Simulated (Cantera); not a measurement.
Charge: 1 mol SiHCl3, 8 mol N2, 0.0075 mol Cl2, equilibrated at 1023.15 K and 15.0 mbar.

Equilibrium computed with Cantera from the NASA thermochemical tables; the gas is ideal and each condensed phase is pure. Candidate condensed phases: NH4Cl, Si, Si3N4; 28 gas species. N2 is the only nitrogen source here; it is nearly inert below about 1500 K, so the nitride shown seldom forms there in practice. The tables' values for SiCl3 are old estimates; treat these amounts as uncertain. Rates play no part.

Base state: N2 0.840, HCl 0.0906, SiCl4 0.0595, H2 0.00927, SiCl3 0.000102, SiHCl3 5.16e-5 (mole fractions); condensed: Si3N4(s).

Problem. What changes in the equilibrium state with this change: temperature from 1023.15 K to 1575 K?

Solution. 
| species | before | after |
|---|---|---|
| N2 | 0.840 | 0.808 |
| SiCl2 | 3.68e-6 | 0.0835 |
| HCl | 0.0906 | 0.0799 |
| SiCl4 | 0.0595 | 0.00493 |
| SiCl3 | 0.000102 | 0.0125 |
| H2 | 0.00927 | 0.0105 |
| H | 3.27e-9 | 3.48e-5 |
| Cl | 2.94e-8 | 0.000210 |
| Si3N4(s), mol | 0.151 | 0 |

Problem. What changes in the equilibrium state with this change: pressure from 15.0 mbar to 1.20 bar?

Solution. 
```
species          before    after
-------------  --------  -------
N2                0.840    0.843
HCl              0.0906   0.0799
SiCl4            0.0595   0.0623
H2              0.00927   0.0146
SiCl3          0.000102  1.70e-5
SiHCl3          5.16e-5  9.67e-5
Si3N4(s), mol     0.151    0.143
```
